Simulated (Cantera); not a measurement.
An isothermal plug-flow reactor at 950 K and 0.930 bar (inlet), inlet velocity 0.64 m/s, active area per volume 1300 1/m; feed CH4 : O2 : N2 = 0.002 : 0.028 : 0.79 (molar parts), equivalence ratio 0.14.

Detailed kinetics in Cantera: Deutschmann's 1995 Pt surface mechanism with GRI-Mech 3.0 gas chemistry. Catalytic surfaces can have several steady states; this one follows from the mechanism file's or the stated starting coverage. Mass transfer to the wall is taken as infinitely fast.

What does this change do: inlet velocity 0.64 to 1.6 m/s?


```tsv
quantity	before	after
x(CH4) at z = 0.0096 m	0.000589	0.00139
x(O2) at z = 0.0096 m	0.0304	0.0321
x(H2O) at z = 0.0096 m	0.00370	0.00209
x(CO2) at z = 0.0096 m	0.00185	0.00104
x(CO) at z = 0.0096 m	2.67e-7	6.27e-7
θ(free Pt) at the exit	0.206	0.204
θ(O*) at the exit	0.793	0.795
```

What does this change do: pressure from 0.930 bar to 0.400 bar?


```csv
quantity,before,after
x(CH4) at z = 0.0096 m,0.000589,0.000256
x(O2) at z = 0.0096 m,0.0304,0.0298
x(H2O) at z = 0.0096 m,0.00370,0.00436
x(CO2) at z = 0.0096 m,0.00185,0.00218
x(CO) at z = 0.0096 m,2.67e-7,1.31e-7
θ(free Pt) at the exit,0.206,0.251
θ(O*) at the exit,0.793,0.748
```

What does this change do: temperature 950 to 1000 K?


```json
[
 {"quantity": "x(CH4) at z = 0.0096 m", "before": "0.000589", "after": "0.000170"},
 {"quantity": "x(O2) at z = 0.0096 m", "before": "0.0304", "after": "0.0296"},
 {"quantity": "x(H2O) at z = 0.0096 m", "before": "0.00370", "after": "0.00453"},
 {"quantity": "x(CO2) at z = 0.0096 m", "before": "0.00185", "after": "0.00226"},
 {"quantity": "x(CO) at z = 0.0096 m", "before": "2.67e-7", "after": "1.03e-7"},
 {"quantity": "θ(free Pt) at the exit", "before": "0.206", "after": "0.267"},
 {"quantity": "θ(O*) at the exit", "before": "0.793", "after": "0.732"},
 {"quantity": "θ(OH*) at the exit", "before": "0.00128", "after": "0.00129"}
]
```
